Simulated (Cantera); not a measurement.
## Ignition delay

Mixture: CH₄ : O₂ : N₂ : H₂ = 1 : 3.92 : 14.7 : 0.22 (molar parts), at 225 Torr, adiabatic and at constant volume. Ignition delay is the time to a rise of 400 K.

Model: GRI-Mech 3.0 (53 species, 325 reactions), integrated in Cantera.

```tsv
T0 (K)	delay (ms)
1125	29.0
1200	12.6
1275	5.97
1350	3.12
1425	1.78
1500	1.09
1575	0.699
1650	0.463
```

```
Property                                                 Value
--------------------------------------------------  ----------
apparent activation energy between 1500 and 1650 K  120 kJ/mol
```
